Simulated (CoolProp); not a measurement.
Model: reference Helmholtz-energy equation of state, Thol 2019, in CoolProp.

Task: Give the vapour pressure (kPa), liquid density (kg/m³), enthalpy of vaporisation (kJ/kg), vapour viscosity (µPa s) of saturated n-pentane at 419.2, 461.1 K.

Result: 
```json
[
 {"T (K)": "419.2", "p (kPa)": "1480", "liquid density (kg/m³)": "467", "enthalpy of vaporisation (kJ/kg)": "231", "vapour viscosity (µPa s)": "8.65"},
 {"T (K)": "461.1", "p (kPa)": "2950", "liquid density (kg/m³)": "352", "enthalpy of vaporisation (kJ/kg)": "115", "vapour viscosity (µPa s)": "10.4"}
]
```

Viscosity comes from a separate model (Quiñones-Cisneros 2006), older than the equation that it now runs on, and unchecked against measurements.
